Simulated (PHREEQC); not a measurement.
A solution holds 0.24 mol/kgw Cd(NO3)2 and 0.0054 mol/kgw HBF4, at 20 °C. Closed to the air; pH follows from the charge balance.

Equilibrium calculation in PHREEQC: ion-association model, phreeqc.dat.

No solid was allowed to form.

Problem. Order these Cd species by the share of Cd that they hold, largest first: Cd+2, CdF+, CdNO3+.

Solution. Cd+2 (77 %), CdNO3+ (23 %), CdF+ (0.24 %)

The pH is 2.35 and the ionic strength 0.613 mol/kgw. Real BF4- forms and hydrolyses slowly; the run takes it at equilibrium.
